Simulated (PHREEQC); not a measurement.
# Buffer (model solution)

Consider water at 25 °C with 29 mmol/kgw NaHSO4 and 0.21 mmol/kgw Na2CO3. Closed to the air; pH follows from the charge balance.

Equilibrium calculation in PHREEQC: Pitzer model, pitzer.dat.

No solid was allowed to form.

**Question.** What pH, osmotic coefficient, specific conductance does the model give?

**Answer.** pH 1.87; osmotic coefficient 0.883; specific conductance 9070 µS/cm.

**Question.** In which forms is S present?

**Answer.** SO4-2 62 %, HSO4- 38 % of the S.

Complexes and solids missing from the database can't appear.
